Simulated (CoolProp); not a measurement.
The numbers come from the reference Helmholtz-energy equation of state, Lemmon 2006 in CoolProp. It is a short technical equation, of lower accuracy than the large ones.

Problem. For C2F6 (R116), give the phase and the cp (kJ/(kg K)), cv (kJ/(kg K)), Joule-Thomson coefficient (K/MPa) at 178.1 K and 2.08 MPa; 178.1 K and 3.05 MPa.

Solution. 
- 178.1 K and 2.08 MPa: liquid; cp 0.899, cv 0.609, Joule-Thomson coefficient -0.377
- 178.1 K and 3.05 MPa: liquid; cp 0.897, cv 0.609, Joule-Thomson coefficient -0.380
